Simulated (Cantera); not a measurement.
A closed system holds: 1 mol CS₂, a varied amount of H₂O, 0.91 mol H₂, equilibrated at 2025 K and 0.100 bar.

Method: chemical equilibrium by Gibbs-energy minimisation in Cantera with the NASA 1993 tables (ideal gas, pure condensed phases). Candidate condensed phases: C, C₆H₆, C₇H₈, C₈H₁₈, H₂O, H₂SO₄, S; 123 gas species. Rates play no part.

x: gas mole fraction; nothing condenses.

```
n(H₂O) (mol)    x H₂O   x H₂    x CS₂    x CO    x S₂     x CS     x SO₂   x H₂S     x SH    x CO₂     x SO
------------  -------  -----  -------  ------  ------  -------  --------  ------  -------  -------  -------
0.2           6.29e-7  0.432    0.258  0.0838   0.101   0.0775    <1e-12  0.0240   0.0158  2.61e-8  3.12e-8
0.27          1.06e-6  0.434    0.227   0.107   0.116   0.0638    <1e-12  0.0258   0.0170  5.60e-8  5.59e-8
0.36          1.84e-6  0.437    0.190   0.135   0.134   0.0496    <1e-12  0.0279   0.0183  1.21e-7  1.04e-7
0.49              ___  0.439      ___     ___     ___      ___       ___     ___      ___      ___      ___
0.66          8.55e-6  0.441   0.0863   0.204   0.184   0.0192  2.03e-11  0.0331   0.0215  8.46e-7  5.59e-7
0.9           4.57e-5  0.444   0.0226   0.245   0.215  0.00467  6.19e-10  0.0359   0.0233  5.39e-6  3.21e-6
1.2            0.0403  0.431  2.42e-5   0.241   0.212  5.03e-6  0.000507  0.0347   0.0228  0.00481  0.00290
1.7               ___  0.405      ___     ___     ___      ___       ___     ___      ___      ___      ___
2.2             0.181  0.388  2.64e-6   0.177   0.158  6.37e-7    0.0109  0.0269   0.0187   0.0177   0.0125
3               0.253  0.368  1.18e-6   0.146   0.126  3.18e-7    0.0212  0.0228   0.0163   0.0214   0.0164
4.1             0.323  0.349  5.27e-7   0.116  0.0946  1.64e-7    0.0332  0.0187   0.0137   0.0231   0.0192
5.6             0.390  0.330  2.26e-7  0.0910  0.0661  8.40e-8    0.0451  0.0148   0.0112   0.0230   0.0204
7.6             0.453  0.311  9.04e-8  0.0699  0.0425  4.20e-8    0.0550  0.0112  0.00868   0.0218   0.0202
```

Question: Some entries are withheld; supply them.

Answer: 
- 0.49, x H₂O: 3.66e-6
- 0.49, x CS₂: 0.141
- 0.49, x CO: 0.168
- 0.49, x S₂: 0.158
- 0.49, x CS: 0.0340
- 0.49, x SO₂: 3.47e-12
- 0.49, x H₂S: 0.0305
- 0.49, x SH: 0.0199
- 0.49, x CO₂: 3.00e-7
- 0.49, x SO: 2.23e-7
- 1.7, x H₂O: 0.121
- 1.7, x CS₂: 5.55e-6
- 1.7, x CO: 0.204
- 1.7, x S₂: 0.182
- 1.7, x CS: 1.24e-6
- 1.7, x SO₂: 0.00477
- 1.7, x H₂S: 0.0302
- 1.7, x SH: 0.0205
- 1.7, x CO₂: 0.0130
- 1.7, x SO: 0.00856
